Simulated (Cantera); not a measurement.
A freely propagating, adiabatic, planar premixed flame of 31.5 % H₂, 12.3 % O₂, 46.5 % N₂, 9.69 % H₂O, unburnt at 675 K and 82.5 Torr; mixture-averaged transport, grid criteria slope 0.08 and curve 0.16, no radiation.

Cantera simulation using the H2/O2 subset of GRI-Mech 3.0, which has no nitrogen chemistry; the numbers are that mechanism's predictions, not measurements. Burning velocities carry a grid error of a few per cent, more on coarse grids.

x: mole fraction of selected species; z is measured from the peak of heat release.

```
z (mm)  T (K)  u (m/s)    x H₂        x O₂   x H₂O         x H       x O        x OH
------  -----  -------  ------  ----------  ------  ----------  --------  ----------
-26.3     675     7.64   0.315       0.123  0.0969       <1e-8     <1e-8       <1e-8
-17.6     675     7.64   0.315       0.123  0.0969       <1e-8     <1e-8       <1e-8
-13.2     675     7.64   0.315       0.123  0.0969       <1e-8     <1e-8       <1e-8
-8.78     675     7.64   0.315       0.123  0.0969     1.16e-7     <1e-8       <1e-8
-4.39     678     7.68   0.314       0.123  0.0971    0.000224   5.36e-6     1.03e-5
-2.20     765     8.60   0.297       0.120   0.107     0.00722  0.000247    0.000225
0        1113     12.2   0.168      0.0750   0.201      0.0675   0.00598     0.00279
2.20     1359     14.7  0.0776  (withheld)   0.296  (withheld)   0.00988  (withheld)
4.39     1461     15.7  0.0752  (withheld)   0.306  (withheld)   0.00984  (withheld)
8.78     1586     16.9  0.0789      0.0167   0.313      0.0764   0.00919      0.0114
17.6     1726     18.2  0.0818      0.0140   0.321      0.0614   0.00793      0.0133
35.1     1871     19.5  0.0829      0.0110   0.332      0.0469   0.00623      0.0145
70.2     2012     20.7  0.0824     0.00793   0.345      0.0341   0.00439      0.0145
```

Some entries are withheld; supply them.


- 2.20, x O₂: 0.0240
- 2.20, x H: 0.0985
- 2.20, x OH: 0.00729
- 4.39, x O₂: 0.0191
- 4.39, x H: 0.0903
- 4.39, x OH: 0.00924
